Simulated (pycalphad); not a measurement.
# Phase fractions of Si-3.1Fe (at.%)

Source of the numbers: pycalphad with the COST 507 light-alloy database (1999); pressure 1 atm. The database dates from 1999; later assessments differ in places, in temperatures and in the compounds included. Amounts are mole fractions of atoms. Diffusion is slow at the low end, where real alloys seldom reach equilibrium.

```tsv
T (°C)	liquid	diamond (Si)	FESI2_H	FESI2_L
1417	1.000	-	-	-
1337	0.188	0.812	-	-
1257	0.127	0.873	-	-
1177	-	0.897	0.103	-
1097	-	0.897	0.103	-
1017	-	0.897	0.103	-
937	-	0.907	-	0.093
857	-	0.907	-	0.093
777	-	0.907	-	0.093
697	-	0.907	-	0.093
617	-	0.907	-	0.093
537	-	0.907	-	0.093
457	-	0.907	-	0.093
377	-	0.907	-	0.093
297	-	0.907	-	0.093
```

Database names, with the compositions (at.%) that they take in these runs: FESI2_H: Si 70 Fe 30; FESI2_L: Si 67 Fe 33.
